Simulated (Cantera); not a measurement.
Feed: 1 mol c-C₄F₈, 0.072 mol Si, held at 677 °C and 1.00 Torr.

Cantera equilibrium calculation (NASA polynomials, part measured and part estimated; ideal gas, pure solids and liquids). Candidate condensed phases: C, Si, SiC; 23 gas species. The feed counts by its element totals alone. Gases not in the tables: C₂F₆ and larger saturated fluorocarbons. Rates play no part.

Base state: CF₄ 0.964, SiF₄ 0.0360 (mole fractions); condensed: C(graphite).

Problem. What changes in the equilibrium state with this change: c-C₄F₈ replaced by CH₂F₂?

Solution. 
```json
[
 {"species": "HF", "before": "0", "after": "0.888"},
 {"species": "H₂", "before": "0", "after": "0.0747"},
 {"species": "SiF₄", "before": "0.0360", "after": "0.0373"},
 {"species": "CF₄", "before": "0.964", "after": "<1e-9"},
 {"species": "C(graphite), mol", "before": "2.07", "after": "1.000"}
]
```
Further candidate phases: C₆H₆, C₇H₈, C₈H₁₈.

Problem. What changes in the equilibrium state with this change: temperature from 677 °C to 1800 °C?

Solution. 
```json
[
 {"species": "CF₄", "before": "0.964", "after": "0.379"},
 {"species": "CF₂", "before": "2.43e-9", "after": "0.336"},
 {"species": "F", "before": "<1e-9", "after": "0.249"},
 {"species": "CF₃", "before": "4.07e-9", "after": "0.0118"},
 {"species": "SiF₄", "before": "0.0360", "after": "0.0231"},
 {"species": "CF", "before": "<1e-9", "after": "0.00163"},
 {"species": "C(graphite), mol", "before": "2.07", "after": "1.73"}
]
```

Problem. What changes in the equilibrium state with this change: Si from 0.072 to 1.2 mol?

Solution. 
```
species           before  after
----------------  ------  -----
SiF₄              0.0360  0.600
CF₄                0.964  0.400
C(graphite), mol    2.07   3.20
```
